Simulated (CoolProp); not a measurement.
The fluid at 483.05 K and 0.578 MPa is throttled through a valve to 0.315 MPa with no heat exchange. The same conditions are run with several fluids, on thermodynamics alone (safety and materials aside).

Computed with CoolProp (reference Helmholtz-energy equation of state of each fluid (c-C4F8 (RC318): Platzer 1990; ethanol: Schroeder 2014; R143a: Lemmon and Jacobsen 2000; R22: Kamei 1995; R114: Platzer 1990)). The equations of Platzer and Polt are older, rougher fits.

### Question
Rank c-C4F8 (RC318), ethanol, R143a, R22, R114 by temperature change (K), highest first.

### Answer
c-C4F8 (RC318) (-1.1), R143a (-1.2), R22 (-1.5), R114 (-1.7), ethanol (-3.7)

| fluid | final density (kg/m³) |
|---|---|
| c-C4F8 (RC318) | 16.0 |
| ethanol | 3.72 |
| R143a | 6.67 |
| R22 | 6.86 |
| R114 | 13.7 |
